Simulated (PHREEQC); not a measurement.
Make-up at 25 °C: 0.032 mol/kgw NH3 and 0.23 mol/kgw NaAlO2. Closed to the air; pH follows from the charge balance.

Equilibrium calculation in PHREEQC: ion-association model, wateq4f.dat.

```csv
quantity,before,after
pH,10.86,10.02
ionic strength (mol/kgw),0.231,0.231
Al(OH)3 (mol/kgw),1.17e-6,4.23e-6
Al(OH)2+ (mol/kgw),1.60e-10,6.74e-10
SI of Al(OH)3(a) (Al(OH)3),+0.23,+0.03
SI of Boehmite (AlOOH),+2.45,+2.37
```

Q: What was changed between the two runs?
(A) diluted 5-fold with water
(B) NH3 from 0.032 to 0.16 mol/kgw
(C) NH3 replaced by NH4Br at the same molality
(D) NH3 left out
(E) temperature from 25 to 55 °C

A: E, temperature from 25 to 55 °C

Precipitation was switched off in this run. Some of these states are supersaturated (in Al(OH)3(a), Boehmite (slow to form), Gibbsite (slow to form), for instance). Constants without temperature data keep their 25 °C values here.
